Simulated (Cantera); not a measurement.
A perfectly stirred reactor is fed with CO : H2 : O2 : N2 = 1 : 0.075 : 0.717 : 4.59 (molar parts), at 1.00 bar; it is adiabatic with a 350 K inlet, and is followed from long to short residence time, starting on the burning branch (τ in s: 0.1, 0.041, 0.016, 0.0062, 0.0024, 0.00096, 0.00038, 0.00015, 5.8e-05, 2.3e-05, 8.9e-06).

Detailed kinetics in Cantera: GRI-Mech 3.0 (53 species, 325 reactions).

Task: What does this change do: pressure from 1.00 bar to 5.00 bar?

Result: 
```tsv
quantity	before	after
blow-out, bracketed by the residence times tried	burning at 2.40 ms, out at 0.960 ms	burning at 0.960 ms, out at 0.380 ms
x(CO) at τ = 0.100 s	0.00597	0.00128
x(H2) at τ = 0.100 s	0.000115	2.02e-5
x(O2) at τ = 0.100 s	0.0331	0.0312
x(HO2) at τ = 0.100 s	1.77e-6	1.42e-6
x(NO2) at τ = 0.100 s	8.16e-8	6.26e-7
x(CO) at τ = 0.960 ms	0.157	0.0211
x(H2) at τ = 0.960 ms	0.0118	0.000265
x(O2) at τ = 0.960 ms	0.112	0.0402
x(HO2) at τ = 0.960 ms	<1e-12	2.16e-5
x(NO2) at τ = 0.960 ms	<1e-12	1.30e-7
```
The hydrogen kinetics of GRI-Mech 3.0 are dated; newer H2 mechanisms differ, most at raised pressure.
